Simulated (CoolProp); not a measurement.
Vapour pressure (bar) of R227EA: the reference equation beside estimates from Tc = 374.9 K, pc = 29.25 bar, ω = 0.358.

Values from CoolProp's reference Helmholtz-energy equation of state, Lemmon 2016.

| T (K) | reference | van der Waals | Redlich-Kwong | Soave-Redlich-Kwong | Peng-Robinson |
|---|---|---|---|---|---|
| 230.4 | 0.2761 | 2.914 | 0.7672 | 0.2741 | 0.2805 |
| 249.9 | … | 4.547 | … | 0.7416 | 0.7465 |
| 269.4 | … | 6.694 | 3.179 | 1.696 | 1.689 |
| 288.8 | 3.381 | … | 5.465 | 3.400 | … |
| 308.3 | 6.134 | 12.72 | 8.724 | 6.198 | 6.115 |
| 327.8 | 10.31 | … | 13.11 | 10.45 | 10.31 |
| 347.3 | 16.34 | 21.39 | 18.78 | … | 16.40 |
| 366.7 | 24.73 | 26.76 | 25.82 | … | 24.84 |

### Question
Fill in the missing entries.

### Answer

- 249.9, reference: 0.7444
- 249.9, Redlich-Kwong: 1.669
- 269.4, reference: 1.694
- 288.8, van der Waals: 9.394
- 288.8, Peng-Robinson: 3.365
- 327.8, van der Waals: 16.71
- 347.3, Soave-Redlich-Kwong: 16.56
- 366.7, Soave-Redlich-Kwong: 24.92

Absolute difference from the reference over all 8 rows, mean and median: van der Waals 268.5 and 142.6 %, Redlich-Kwong 67.5 and 51.9 %, Soave-Redlich-Kwong 0.8 and 0.7 %, Peng-Robinson 0.5 and 0.3 %.
